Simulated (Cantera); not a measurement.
Input: 1 mol TEOS, 0.45 mol N₂O, 93 mol N₂, held at 1.10 mbar.

Equilibrium computed with Cantera from the NASA thermochemical tables; the gas is ideal and each condensed phase is pure. Candidate condensed phases: C, C₆H₆, C₇H₈, C₈H₁₈, H₂O, Si, SiC, SiO₂, Si₂N₂O, Si₃N₄; 151 gas species. The feed counts by its element totals alone. Equilibrium is a limit: real reactors are often held back by kinetics, nucleation or transport.

Problem. Which condensed phases are stable at each of these points (T (K)): 598, 673, 748, 823, 898, 973, 1048, 1123, 1198, 1273?

Solution. 
```json
[
 {"T (K)": "598", "condensed phases": "C(graphite) + SiO₂(α-quartz)", "Si condensed (%)": "100.0"},
 {"T (K)": "673", "condensed phases": "C(graphite) + SiO₂(α-quartz)", "Si condensed (%)": "100.0"},
 {"T (K)": "748", "condensed phases": "C(graphite) + SiO₂(α-quartz)", "Si condensed (%)": "100.0"},
 {"T (K)": "823", "condensed phases": "C(graphite) + SiO₂(α-quartz)", "Si condensed (%)": "100.0"},
 {"T (K)": "898", "condensed phases": "C(graphite) + SiO₂(β-quartz)", "Si condensed (%)": "100.0"},
 {"T (K)": "973", "condensed phases": "C(graphite) + SiO₂(β-quartz)", "Si condensed (%)": "100.0"},
 {"T (K)": "1048", "condensed phases": "C(graphite) + Si₂N₂O(s)", "Si condensed (%)": "100.0"},
 {"T (K)": "1123", "condensed phases": "C(graphite) + Si₂N₂O(s)", "Si condensed (%)": "100.0"},
 {"T (K)": "1198", "condensed phases": "C(graphite) + Si₂N₂O(s)", "Si condensed (%)": "100.0"},
 {"T (K)": "1273", "condensed phases": "C(graphite) + Si₂N₂O(s)", "Si condensed (%)": "100.0"}
]
```

From 598 K to 823 K the condensed part is C(graphite) + SiO₂(α-quartz). From 898 K to 973 K the condensed part is C(graphite) + SiO₂(β-quartz). From 1048 K to 1273 K the condensed part is C(graphite) + Si₂N₂O(s).
